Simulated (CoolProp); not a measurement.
Computed with CoolProp (reference Helmholtz-energy equation of state, Lemmon 2006). It is a short technical equation, of lower accuracy than the large ones.

**Question.** Give the vapour pressure (MPa), liquid density (kg/m³), enthalpy of vaporisation (kJ/kg) of saturated nitrous oxide at -56.55, -24.05, -15.95 °C.

**Answer.** 
| T (°C) | p (MPa) | liquid density (kg/m³) | enthalpy of vaporisation (kJ/kg) |
|---|---|---|---|
| -56.55 | 0.497 | 1130 | 335 |
| -24.05 | 1.59 | 1010 | 284 |
| -15.95 | 2.02 | 981 | 269 |
